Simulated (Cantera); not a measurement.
A closed system holds: 1 mol Si, 0.58 mol N2O, 220 mol N2, equilibrated at 0.0975 Torr.

Equilibrium computed with Cantera from the NASA thermochemical tables; the gas is ideal and each condensed phase is pure. Candidate condensed phases: Si, SiO2, Si2N2O, Si3N4; 16 gas species. Mutual solubility and eutectic melting of coexisting phases are not modelled. The tables hold silica as quartz up to 1696 K and as liquid above; real silica turns to tridymite and cristobalite and melts near 1996 K. Equilibrium is a limit: real reactors are often held back by kinetics, nucleation or transport.

### Question
Which condensed phases are stable at each of these points (T (K)): 975, 1075, 1175, 1275, 1375, 1475, 1575, 1675, 1775, 1875, 1975, 2075, 2175?

### Answer
```json
[
 {"T (K)": "975", "condensed phases": "SiO2(β-quartz) + Si2N2O(s)", "Si condensed (%)": "100.0"},
 {"T (K)": "1075", "condensed phases": "SiO2(β-quartz) + Si2N2O(s)", "Si condensed (%)": "100.0"},
 {"T (K)": "1175", "condensed phases": "SiO2(β-quartz) + Si2N2O(s)", "Si condensed (%)": "99.9"},
 {"T (K)": "1275", "condensed phases": "SiO2(β-quartz) + Si2N2O(s)", "Si condensed (%)": "94.0"},
 {"T (K)": "1375", "condensed phases": "Si2N2O(s)", "Si condensed (%)": "84.0"},
 {"T (K)": "1475", "condensed phases": "Si2N2O(s) + Si3N4(s)", "Si condensed (%)": "51.7"},
 {"T (K)": "1575", "condensed phases": "Si(s)", "Si condensed (%)": "31.7"},
 {"T (K)": "1675", "condensed phases": "gas only", "Si condensed (%)": "0.0"},
 {"T (K)": "1775", "condensed phases": "gas only", "Si condensed (%)": "0.0"},
 {"T (K)": "1875", "condensed phases": "gas only", "Si condensed (%)": "0.0"},
 {"T (K)": "1975", "condensed phases": "gas only", "Si condensed (%)": "0.0"},
 {"T (K)": "2075", "condensed phases": "gas only", "Si condensed (%)": "0.0"},
 {"T (K)": "2175", "condensed phases": "gas only", "Si condensed (%)": "0.0"}
]
```

From 975 K to 1275 K the condensed part is SiO2(β-quartz) + Si2N2O(s). At 1375 K the condensed part is Si2N2O(s). At 1475 K the condensed part is Si2N2O(s) + Si3N4(s). At 1575 K the condensed part is Si(s). From 1675 K to 2175 K nothing is condensed.
